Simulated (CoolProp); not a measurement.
2000 sccm (0 °C, 1 atm) of nitrogen bubbles through liquid ethanol at 293.7 K and leaves saturated at a total pressure of 0.101 MPa (ideal gas phase). Each further row changes one setting.

The numbers come from the reference Helmholtz-energy equation of state, Schroeder 2014 in CoolProp.

| case | vapour pressure (kPa) | mole fraction of vapour | delivery (mg/min) | delivery (sccm) | change of delivery for a bath 1 K warmer (%) |
|---|---|---|---|---|---|
| as stated | 6.07 | 0.0601 | 263 | … | … |
| bath temperature 298.7 K | 8.14 | 0.0806 | 360 | 175 | … |
| total pressure 0.202 MPa | 6.07 | 0.0301 | 127 | 62.0 | 6.3 |

**Question.** Some entries are withheld; supply them.

**Answer.** 
- as stated, delivery (sccm): 128
- as stated, change of delivery for a bath 1 K warmer (%): 6.5
- bath temperature 298.7 K, change of delivery for a bath 1 K warmer (%): 6.4
